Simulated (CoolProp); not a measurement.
A Linde-Hampson liquefier for carbon monoxide: isothermal reversible compression at 300 K from 1 atm to 20 MPa, throttling to 1 atm, return gas leaving the recuperator 2 K below the feed. Each further row changes one setting.

Computed with CoolProp (reference Helmholtz-energy equation of state, Lemmon 2006). It is a short technical equation, of lower accuracy than the large ones.

| case | liquid yield per pass | compression work (kJ/kg of gas) |
|---|---|---|
| as stated | 0.080 | 470 |
| high pressure 40 MPa | 0.101 | 539 |
| warm-end temperature 330 K | 0.059 | 520 |
| warm-end gap 7 K | 0.069 | 470 |
